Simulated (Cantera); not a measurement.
Input: 1 mol HCl, 3.2 mol H2, 0.082 mol O2, held at 3325 K and 101000 Pa.

Equilibrium computed with Cantera from the NASA thermochemical tables; the gas is ideal and each condensed phase is pure. Candidate condensed phases: H2O; 14 gas species. Rates play no part.

Base state: H2 0.497, H 0.272, HCl 0.145, Cl 0.0532, H2O 0.0249, OH 0.00568, O 0.00184, O2 3.59e-5 (mole fractions); condensed: gas only.

What changes in the equilibrium state with this change: pressure from 101000 Pa to 150 Pa?


```
species   before     after
-------  -------  --------
H          0.272     0.856
Cl        0.0532     0.116
O        0.00184    0.0190
H2         0.497   0.00725
HCl        0.145   0.00147
H2O       0.0249   5.56e-6
Cl2      1.14e-5   8.10e-8
OH       0.00568  0.000273
O2       3.59e-5   5.66e-6
```

What changes in the equilibrium state with this change: O2 from 0.082 to 0.21 mol?


```tsv
species	before	after
H2	0.497	0.458
H	0.272	0.262
HCl	0.145	0.143
H2O	0.0249	0.0625
OH	0.00568	0.0148
Cl	0.0532	0.0546
O2	3.59e-5	0.000266
O	0.00184	0.00502
Cl2	1.14e-5	1.20e-5
```

What changes in the equilibrium state with this change: pressure from 101000 Pa to 15.0 Pa?


```csv
species,before,after
H,0.272,0.863
Cl,0.0532,0.117
O,0.00184,0.0191
H2,0.497,0.000738
HCl,0.145,0.000149
H2O,0.0249,5.69e-8
Cl2,1.14e-5,8.15e-9
OH,0.00568,2.77e-5
```
